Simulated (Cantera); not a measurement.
Titanium nitride, carbide and oxide coatings: TiCl4 + C3H8 + H2

Input: 1 mol TiCl4, 1.8 mol C3H8, 1.2 mol H2, at 0.00860 bar.

These are equilibrium values from Cantera (NASA tables, ideal gas, pure condensed phases), not measurements of a reactor. Candidate condensed phases: C, C6H6, C7H8, C8H18, Ti, TiC, TiCl2, TiCl3, TiCl4; 96 gas species. The tables' values for TiCl2 are old estimates; treat these amounts as uncertain. TiC: taken at fixed stoichiometry. Equilibrium is a limit: real reactors are often held back by kinetics, nucleation or transport.

From 1323 K to 1923 K the condensed part is C(graphite) + TiC(s). The main Ti-bearing gas is TiCl3 throughout.

| T (K) | x H2 | x HCl | x H | x TiCl3 | x Cl | x TiCl4 | x TiCl2 | n C(graphite) | n TiC(s) |
|---|---|---|---|---|---|---|---|---|---|
| 1323 | 0.634 | 0.356 | 1.36e-5 | 0.00613 | 6.42e-6 | 0.00304 | 1.05e-5 | 4.49 | 0.905 |
| 1398 | 0.627 | 0.366 | 4.04e-5 | 0.00477 | 1.94e-5 | 0.00133 | 2.12e-5 | 4.46 | 0.937 |
| 1473 | 0.624 | 0.372 | 0.000108 | 0.00368 | 5.21e-5 | 0.000602 | 3.91e-5 | 4.44 | 0.955 |
| 1548 | 0.621 | 0.375 | 0.000262 | 0.00286 | 0.000126 | 0.000289 | 6.69e-5 | 4.43 | 0.967 |
| 1623 | 0.620 | 0.377 | 0.000587 | 0.00226 | 0.000281 | 0.000146 | 0.000108 | 4.43 | 0.974 |
| 1698 | 0.618 | 0.378 | 0.00123 | 0.00180 | 0.000583 | 7.82e-5 | 0.000167 | 4.42 | 0.979 |
| 1773 | 0.617 | 0.378 | 0.00241 | 0.00146 | 0.00114 | 4.38e-5 | 0.000247 | 4.42 | 0.982 |
| 1848 | 0.615 | 0.377 | 0.00448 | 0.00120 | 0.00209 | 2.55e-5 | 0.000352 | 4.41 | 0.984 |
| 1923 | 0.612 | 0.375 | 0.00794 | 0.000987 | 0.00366 | 1.53e-5 | 0.000486 | 4.41 | 0.984 |
x: gas mole fraction; n: condensed amount in mol.
